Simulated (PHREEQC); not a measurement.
PHREEQC input (ion-association model, phreeqc.dat):

```
SOLUTION_SPECIES
  SO4-2 + 9 H+ + 8 e- = HS- + 4 H2O  # shut off: sulfate is not reduced
    -log_k -100
    -delta_h 0
    -analytic -100
SOLUTION 0
  temp 25
  units mmol/kgw
  pH 7 charge
  Cl 9.01
  Mn(2) 4.5
  Br 76
  K 76
SOLUTION 1-30
  temp 25
  units mmol/kgw
  pH 7 charge
  Cl 59.01
  Cd 1.5
  S(6) 34
  Mg 62
END
EXCHANGE 1-30
  X 0.15
  -equilibrate 1
END
SELECTED_OUTPUT 1
  -reset false
  -pH true
  -pe true
  -ionic_strength true
  -water true
  -step true
  -totals Br Cd Cl K Mg Mn S Mn(2) Mn(3) S(-2)
    S(6)
  -molalities MgX2 CdX2 MnX2 KX
  -saturation_indices Pyrochroite Sylvite Cd(OH)2
PRINT
  -reset false
TRANSPORT
  -cells 30
  -shifts 180
  -lengths 0.00333333
  -time_step 60
  -dispersivities 0.0035
  -boundary_conditions flux flux
  -correct_disp true
  -punch_cells 30
  -punch_frequency 6
END
```

Selected output (columns that matter, 14 of 31 rows; pore volumes added in front):

```
pore volumes	pH	mu	Br	Cd	Cl	K	Mg	Mn	S	m_MgX2	m_CdX2	si_Pyrochroite	si_Sylvite	si_Cd(OH)2
0	5.271	0.14855	0	0.0015	0.05901	0	0.062	0	0.034	0.073879	0.0011208	-1000	-1000	-6.9652
0.4167	5.271	0.14854	3.0543e-05	0.0015001	0.05899	2.524e-13	0.061991	9.8927e-12	0.033986	0.073879	0.0011208	-16.255	-15.015	-6.9653
1.0167	5.1765	0.13425	0.043892	0.0017041	0.030134	3.0901e-05	0.049634	1.8318e-05	0.014364	0.073905	0.0010444	-10.093	-7.2004	-7.1923
1.4167	5.1045	0.12651	0.070451	0.0011626	0.012661	0.00108	0.042112	0.00021892	0.0024825	0.073102	0.00059274	-9.0976	-6.0206	-7.5815
1.8167	5.0892	0.12342	0.075405	0.00044514	0.0094016	0.0068946	0.03788	0.00089184	0.00026625	0.067162	0.00021407	-8.5039	-5.3401	-8.0481
2.4167	5.0857	0.11377	0.075986	6.2857e-05	0.0090191	0.027123	0.026408	0.0024717	6.2106e-06	0.046605	2.9013e-05	-8.057	-4.7563	-8.9098
2.8167	5.0842	0.10608	0.075999	1.4103e-05	0.0090107	0.04262	0.017822	0.0033546	4.4243e-07	0.031304	6.3395e-06	-7.919	-4.555	-9.5628
3.2167	5.0829	0.099735	0.076	2.89e-06	0.00901	0.055317	0.010912	0.0039266	2.9725e-08	0.019069	1.2685e-06	-7.8459	-4.4371	-10.254
3.6167	5.0819	0.095326	0.076	5.5883e-07	0.00901	0.064122	0.0061975	0.004241	1.925e-09	0.010779	2.4082e-07	-7.8089	-4.3695	-10.97
4.2167	5.0811	0.091712	0.076	4.4608e-08	0.00901	0.071339	0.0023965	0.0044339	3.0413e-11	0.0041478	1.8906e-08	-7.7867	-4.3202	-12.07
4.6167	5.0808	0.090569	0.076	8.0741e-09	0.00901	0.073622	0.0012124	0.0044766	1.8814e-12	0.0020945	3.4028e-09	-7.7815	-4.3055	-12.813
5.0167	5.0807	0.089969	0.076	1.4454e-09	0.00901	0.074821	0.00059683	0.0044928	1.1534e-13	0.00103	6.0728e-10	-7.7795	-4.298	-13.56
5.6167	5.0806	0.089577	0.076	1.0807e-10	0.00901	0.075604	0.00019854	0.0044995	1.7315e-15	0.00034238	4.5312e-11	-7.7785	-4.2931	-14.687
6.0167	5.0806	0.089472	0.076	1.9072e-11	0.00901	0.075812	9.3553e-05	0.0045003	1.0485e-16	0.0001613	7.9921e-12	-7.7783	-4.2918	-15.44
```
